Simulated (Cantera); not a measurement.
Feed: 1 mol Pb, 0.02 mol O₂, 92 mol H₂, equilibrated at 598.15 K and 13.3 mbar.

Equilibrium computed with Cantera from the NASA thermochemical tables; the gas is ideal and each condensed phase is pure. Candidate condensed phases: H₂O, Pb, PbO, PbO₂, Pb₃O₄; 12 gas species. Kinetics and transport are ignored.

Base state: H₂ 1.000, H₂O 0.000435 (mole fractions); condensed: Pb(s).

Task: What changes in the equilibrium state with this change: O₂ from 0.02 to 1.4 mol?

Result: 
```json
[
 {"species": "H₂", "before": "1.000", "after": "0.970"},
 {"species": "H₂O", "before": "0.000435", "after": "0.0304"},
 {"species": "Pb(s), mol", "before": "1.00", "after": "1.00"}
]
```

Task: What changes in the equilibrium state with this change: temperature from 598.15 K to 1448 K?

Result: 
```tsv
species	before	after
H₂	1.000	0.989
Pb	<1e-9	0.0108
H₂O	0.000435	0.000430
H	<1e-9	7.94e-5
Pb(s), mol	1.00	0
```
